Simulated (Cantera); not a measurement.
Cantera run:

```python
import numpy as np
import cantera as ct

gas_names = """
    Fe FeO Fe(OH)2 H HNO HNO2 HNO3 HO2 H2 H2O H2O2 H2S H2SO4 N NH NH2 NH3 NH2OH NO NO2 NO3 N2 N2H2 N2H4
    N2O O OH O2 O3 S SH SN SO SO2 SO3 S2 S2O S8
""".split()
cond_names = """
    Fe(a) Fe(c) Fe(d) Fe(L) FeO(s) FeO(L) Fe(OH)2(s) Fe(OH)3(s) FeS(a) FeS(b) FeS(c) FeS(L) FeSO4(s)
    FeS2(s) Fe2O3(s) Fe2S3O12(s) Fe3O4(s) H2O(s) H2O(L) H2SO4(L) S(cr1) S(cr2) S(L)
""".split()


# ... load() reads the species with a 1 bar reference pressure and builds the phases ...
atoms = {
    'Fe': {'Fe': 1},
    'H2S': {'H': 2, 'S': 1},
    'N2': {'N': 2},
    'O2': {'O': 2},
}
top_T = {'FeSO4(s)': 950, 'FeS2(s)': 1010, 'Fe2O3(s)': 1830, 'Fe2S3O12(s)': 1100, 'Fe3O4(s)': 1870}  # K; cautious upper limits of use, not melting points


# ... equilibrate(T, P, feed) seeds the gas with the atoms and calls Mixture.equilibrate('TP', solver="vcs", rtol=1e-11, max_steps=5000) ...
results = []
feed = {'Fe': 1, 'H2S': 0.46, 'N2': 26, 'O2': 1.3}  # mol
P = 101325  # Pa
for T in [798, 898, 998, 1098, 1198, 1298, 1398, 1498, 1598]:
    mix = equilibrate(T, P, feed)
    results.append((T, P, feed, dict(zip(mix.species_names, mix.species_moles))))

top = {s: max(r[3][s] / sum(r[3][g] for g in gas_names) for r in results) for s in gas_names}
cols = sorted((s for s in top if top[s] > 0.0001), key=lambda s: -top[s])[:6]
seen = [c for c in cond_names if any(r[3].get(c, 0) > 1e-12 for r in results)]
print("log10 of partial pressures in bar; condensed amounts in mol")
print(f"{'T/K':>10s}" + "".join(f"{s[:9]:>10s}" for s in cols + seen))
for T, P, feed, n in results:
    ng = sum(n[g] for g in gas_names)
    print(f"{T:10.4g}" + "".join(f"{np.log10(max(n[s] / ng * P / 1e5, 1e-99)):10.3f}" for s in cols)
          + "".join(f"{n.get(c, 0):10.4g}" for c in seen))
```

It prints:

```
log10 of partial pressures in bar; condensed amounts in mol
       T/K        N2       SO2       H2O        S2        H2       H2S    FeO(s)    FeS(c)   FeS2(s)  Fe3O4(s)
       798    -0.009    -1.805    -1.766    -3.746    -5.197    -3.754         0         0   0.01483    0.3284
       898    -0.009    -1.807    -1.768    -3.289    -4.604    -3.583         0   0.01056         0    0.3298
       998    -0.009    -1.814    -1.770    -3.087    -4.164    -3.565         0         0         0    0.3333
      1098    -0.009    -1.814    -1.770    -3.075    -3.841    -3.665         0         0         0    0.3333
      1198    -0.009    -1.813    -1.772    -3.076    -3.574    -3.757         0         0         0    0.3333
      1298    -0.009    -1.811    -1.776    -3.090    -3.352    -3.846         0         0         0    0.3333
      1398    -0.009    -1.769    -1.773    -3.975    -3.392    -4.589    0.2612         0         0    0.2463
      1498    -0.009    -1.764    -1.770    -5.007    -3.478    -5.417     0.304         0         0     0.232
      1598    -0.009    -1.763    -1.769    -5.925    -3.554    -6.150    0.3119         0         0    0.2294
```

Method: chemical equilibrium by Gibbs-energy minimisation in Cantera with the NASA 1993 tables (ideal gas, pure condensed phases). Mutual solubility and eutectic melting of coexisting phases are not modelled. The tables' stoichiometric FeO is somewhat more stable than real wüstite, so its field is too wide. FeO, FeS: taken at fixed stoichiometry. Gases not in the tables: S3 to S7.
